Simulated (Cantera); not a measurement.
Feed: 1 mol TiC, 0.34 mol C, 0.1 mol H2, at 3.30 Torr.

Method: chemical equilibrium by Gibbs-energy minimisation in Cantera with the NASA 1993 tables (ideal gas, pure condensed phases). Candidate condensed phases: C, C6H6, C7H8, C8H18, Ti, TiC; 77 gas species. TiC: taken at fixed stoichiometry. Equilibrium is a limit: real reactors are often held back by kinetics, nucleation or transport.

**Question.** At 2402 °C, list the 5 most abundant gas species with their mole fractions, and the condensed phases.

**Answer.** H 0.527, H2 0.457, C2H2 (acetylene) 0.00985, Ti 0.00289, C3 0.00143. Condensed: C(graphite) + TiC(s).
